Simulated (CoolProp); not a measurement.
Chlorine along the isotherm 399.6 K: fugacity coefficient from the reference equation and from simpler models built on Tc = 416.9 K, pc = 7.642 MPa, ω = 0.070; each cubic takes its own stable root.

The numbers come from the reference Helmholtz-energy equation of state, Thol 2021 in CoolProp.

| p (MPa) | phase | reference |
|---|---|---|
| 1.27 | gas | 0.9398 |
| 2.55 | gas | 0.8796 |
| 3.82 | gas | 0.8197 |
| 5.09 | gas | 0.7580 |
| 6.37 | liquid | 0.6715 |
| 7.64 | liquid | 0.5755 |
| 8.92 | liquid | 0.5064 |
| 10.2 | liquid | 0.4547 |
| 11.5 | liquid | 0.4141 |

Task: How far does each simpler model (Soave-Redlich-Kwong, Peng-Robinson) lie from the reference over these 9 states: mean and median of the absolute difference, and the worst?

Result: 
- Soave-Redlich-Kwong: mean 0.7 %, median 0.7 %, worst -1.2 % at 399.6 K and 5.09 MPa
- Peng-Robinson: mean 3.2 %, median 3.6 %, worst -4.1 % at 399.6 K and 6.37 MPa
